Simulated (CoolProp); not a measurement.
Vapour pressure (MPa) of tetrahydrofuran: the reference equation beside estimates from Tc = 267.0 °C, pc = 5.304 MPa, ω = 0.234.

Computed with CoolProp (reference Helmholtz-energy equation of state, Fiedler 2023).

| T (°C) | reference | Lee-Kesler | van der Waals | Redlich-Kwong | Soave-Redlich-Kwong |
|---|---|---|---|---|---|
| 124.95 | 0.4978 | 0.5015 | 1.375 | 0.7056 | 0.5016 |
| 132.75 | 0.5911 | 0.5968 | 1.512 | 0.8207 | 0.5973 |
| 140.45 | 0.6954 | 0.7034 | 1.655 | 0.9466 | 0.7047 |
| 148.25 | 0.8145 | 0.8251 | 1.808 | 1.087 | 0.8277 |
| 155.95 | 0.9464 | 0.9599 | 1.968 | 1.240 | 0.9641 |
| 163.75 | 1.096 | 1.112 | 2.138 | 1.409 | 1.119 |
| 171.45 | 1.259 | [?] | 2.316 | 1.591 | 1.289 |
| 179.25 | 1.443 | 1.467 | 2.505 | 1.791 | [?] |
| 186.95 | [?] | 1.671 | 2.700 | 2.004 | 1.687 |
| 194.75 | 1.867 | 1.898 | [?] | 2.237 | [?] |
| 202.45 | 2.109 | 2.144 | 3.122 | 2.484 | 2.170 |
| 210.25 | 2.378 | 2.416 | 3.349 | 2.753 | 2.448 |
| 217.95 | 2.668 | 2.710 | 3.582 | 3.036 | 2.746 |
| 225.75 | 2.989 | 3.035 | 3.829 | 3.343 | 3.075 |
| 233.45 | 3.336 | 3.384 | 4.082 | 3.664 | 3.426 |

Problem. What belongs in the gaps?

Solution. 
- 171.45, Lee-Kesler: 1.279
- 179.25, Soave-Redlich-Kwong: 1.479
- 186.95, reference: 1.643
- 194.75, van der Waals: 2.908
- 194.75, Soave-Redlich-Kwong: 1.919

Absolute difference from the reference over all 15 rows, mean and median: Lee-Kesler 1.4 and 1.5 %, van der Waals 83.1 and 73.6 %, Redlich-Kwong 24.7 and 24.1 %, Soave-Redlich-Kwong 2.2 and 2.5 %.
